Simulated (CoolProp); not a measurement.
Properties of sulfur dioxide along the isotherm 298.5 K (Tc = 430.6 K, pc = 7887 kPa, ω = 0.256).

Computed with CoolProp (reference Helmholtz-energy equation of state, Gao 2016).

| p (kPa) | phase | Z | speed of sound (m/s) |
|---|---|---|---|
| 2190 | liquid | 0.04127 | 886.1 |
| 4380 | liquid | 0.08225 | 899.2 |
| 6560 | liquid | 0.1228 | 911.8 |
| 8750 | liquid | 0.1633 | 923.9 |
| 10900 | liquid | 0.2028 | 935.5 |
| 13100 | liquid | 0.2429 | 946.9 |
| 15300 | liquid | 0.2829 | 958.0 |
| 17500 | liquid | 0.3227 | 968.7 |
| 19700 | liquid | 0.3622 | 979.2 |
| 21900 | liquid | 0.4016 | 989.3 |
| 24100 | liquid | 0.4408 | 999.2 |
| 26200 | liquid | 0.4780 | 1008 |
| 28400 | liquid | 0.5169 | 1018 |
| 30600 | liquid | 0.5556 | 1027 |
| 32800 | liquid | 0.5941 | 1036 |
| 35000 | liquid | 0.6325 | 1045 |
